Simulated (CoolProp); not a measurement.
Computed with CoolProp (reference Helmholtz-energy equation of state, Lemmon 2003). It is a pseudo-pure fit of the blend.

Problem. For R507A, give the phase and the cp (kJ/(kg K)), conductivity (mW/(m K)) at 293.8 K and 0.101 MPa; 385.5 K and 0.101 MPa; 477.1 K and 0.101 MPa.

Solution. 
- 293.8 K and 0.101 MPa: gas; cp 0.865, conductivity 13.2
- 385.5 K and 0.101 MPa: gas; cp 1.01, conductivity 19.9
- 477.1 K and 0.101 MPa: gas; cp 1.14, conductivity 26.6

Thermal conductivity comes from a separate model (Geller 2001).
